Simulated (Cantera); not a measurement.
**Hydrocarbon pyrolysis for carbon deposition**

A perfectly stirred reactor is fed with 23.2 % C₂H₆, 76.8 % N₂, at 1.00 bar; it is held at 1125 K, and followed from long to short residence time.

Computed with Cantera and GRI-Mech 3.0 (53 species, 325 reactions). GRI-Mech 3.0 stops at C3 and has no aromatics, soot or wall deposition, so with more carbon than oxygen in the feed, carbon stays in small species such as C2H2 where larger ones or solid carbon would form.

```tsv
τ (s)	x C₂H₆	x C₂H₄	x CH₃	x HCN	x CH₄	x CH₂	x C₂H₂
16	0.00906	0.126	2.02e-6	<1e-12	0.0746	1.19e-12	0.0206
5.8	0.0129	0.134	1.94e-6	<1e-12	0.0545	1.44e-12	0.0179
2.1	0.0194	0.140	1.89e-6	<1e-12	0.0383	1.75e-12	0.0145
0.77	0.0315	0.140	1.97e-6	<1e-12	0.0264	2.26e-12	0.0104
0.28	0.0552	0.129	2.31e-6	<1e-12	0.0174	3.16e-12	0.00610
0.10	0.0988	0.101	2.99e-6	<1e-12	0.0102	4.64e-12	0.00273
0.037	0.154	0.0604	3.83e-6	<1e-12	0.00488	6.25e-12	0.000955
0.013	0.198	0.0264	4.40e-6	<1e-12	0.00183	7.16e-12	0.000237
0.0048	0.219	0.00998	4.36e-6	<1e-12	0.000633	6.67e-12	4.48e-5
```
x: mole fraction; the columns are a selection and need not sum to one.
